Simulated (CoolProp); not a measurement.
Water along the isotherm 726.85 °C: Z from the reference equation and from simpler models built on Tc = 373.9 °C, pc = 220.6 bar, ω = 0.344; each cubic takes its own stable root.

Computed with CoolProp (reference Helmholtz-energy equation of state, Wagner 2002).

```json
[
 {"p (bar)": "23.6", "phase": "gas", "reference": "0.9940", "Pitzer virial": "0.9938", "van der Waals": "0.9897", "Redlich-Kwong": "0.9906", "Soave-Redlich-Kwong": "0.9951", "Peng-Robinson": "0.9928"},
 {"p (bar)": "47.3", "phase": "gas", "reference": "0.9879", "Pitzer virial": "0.9877", "van der Waals": "0.9794", "Redlich-Kwong": "0.9813", "Soave-Redlich-Kwong": "0.9904", "Peng-Robinson": "0.9858"},
 {"p (bar)": "70.9", "phase": "gas", "reference": "0.9818", "Pitzer virial": "0.9815", "van der Waals": "0.9690", "Redlich-Kwong": "0.9722", "Soave-Redlich-Kwong": "0.9858", "Peng-Robinson": "0.9791"},
 {"p (bar)": "94.6", "phase": "gas", "reference": "0.9756", "Pitzer virial": "0.9753", "van der Waals": "0.9585", "Redlich-Kwong": "0.9631", "Soave-Redlich-Kwong": "0.9814", "Peng-Robinson": "0.9725"},
 {"p (bar)": "118", "phase": "gas", "reference": "0.9696", "Pitzer virial": "0.9692", "van der Waals": "0.9482", "Redlich-Kwong": "0.9542", "Soave-Redlich-Kwong": "0.9772", "Peng-Robinson": "0.9664"},
 {"p (bar)": "142", "phase": "gas", "reference": "0.9633", "Pitzer virial": "0.9629", "van der Waals": "0.9375", "Redlich-Kwong": "0.9453", "Soave-Redlich-Kwong": "0.9732", "Peng-Robinson": "0.9603"},
 {"p (bar)": "165", "phase": "gas", "reference": "0.9574", "Pitzer virial": "0.9569", "van der Waals": "0.9273", "Redlich-Kwong": "0.9368", "Soave-Redlich-Kwong": "0.9694", "Peng-Robinson": "0.9547"},
 {"p (bar)": "189", "phase": "gas", "reference": "0.9512", "Pitzer virial": "0.9507", "van der Waals": "0.9167", "Redlich-Kwong": "0.9282", "Soave-Redlich-Kwong": "0.9657", "Peng-Robinson": "0.9492"},
 {"p (bar)": "213", "phase": "gas", "reference": "0.9450", "Pitzer virial": "0.9444", "van der Waals": "0.9061", "Redlich-Kwong": "0.9198", "Soave-Redlich-Kwong": "0.9623", "Peng-Robinson": "0.9439"},
 {"p (bar)": "236", "phase": "supercritical", "reference": "0.9391", "Pitzer virial": "0.9384", "van der Waals": "0.8960", "Redlich-Kwong": "0.9119", "Soave-Redlich-Kwong": "0.9591", "Peng-Robinson": "0.9391"},
 {"p (bar)": "260", "phase": "supercritical", "reference": "0.9331", "Pitzer virial": "0.9322", "van der Waals": "0.8855", "Redlich-Kwong": "0.9039", "Soave-Redlich-Kwong": "0.9561", "Peng-Robinson": "0.9344"},
 {"p (bar)": "284", "phase": "supercritical", "reference": "0.9270", "Pitzer virial": "0.9259", "van der Waals": "0.8752", "Redlich-Kwong": "0.8962", "Soave-Redlich-Kwong": "0.9533", "Peng-Robinson": "0.9300"},
 {"p (bar)": "307", "phase": "supercritical", "reference": "0.9213", "Pitzer virial": "0.9199", "van der Waals": "0.8655", "Redlich-Kwong": "0.8890", "Soave-Redlich-Kwong": "0.9508", "Peng-Robinson": "0.9261"},
 {"p (bar)": "331", "phase": "supercritical", "reference": "0.9155", "Pitzer virial": "0.9136", "van der Waals": "0.8555", "Redlich-Kwong": "0.8818", "Soave-Redlich-Kwong": "0.9484", "Peng-Robinson": "0.9222"}
]
```
